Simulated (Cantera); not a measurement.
An adiabatic, constant-pressure homogeneous reactor starts with CO : H2 : CH4 : O2 : N2 : H2O = 1 : 0.19 : 0.059 : 0.751 : 2.82 : 0.18 (molar parts), equivalence ratio 0.95, at 1525 K and 10.0 bar. Integrator tolerance rtol = 1e-08.

Cantera simulation using GRI-Mech 3.0 (53 species, 325 reactions); the numbers are that mechanism's predictions, not measurements.

What does this change do: CO 1 to 0.35 parts?


```tsv
quantity	before	after
time of steepest temperature rise	4.94 µs	5.12 µs
temperature at 0.100 s	2886 K	2568 K
equilibrium temperature	2886 K	2568 K
x(CO) at 0.100 s	0.0645 (gas-phase equilibrium 0.0645)	0.00549 (gas-phase equilibrium 0.00549)
x(H2) at 0.100 s	0.00505 (gas-phase equilibrium 0.00505)	0.00104 (gas-phase equilibrium 0.00104)
x(CH4) at 0.100 s	<1e-12 (gas-phase equilibrium <1e-12)	<1e-12 (gas-phase equilibrium <1e-12)
x(HCN) at 0.100 s	3.99e-9 (gas-phase equilibrium 3.99e-9)	2.78e-11 (gas-phase equilibrium 2.78e-11)
x(CH3) at 0.100 s	<1e-12 (gas-phase equilibrium <1e-12)	<1e-12 (gas-phase equilibrium <1e-12)
```
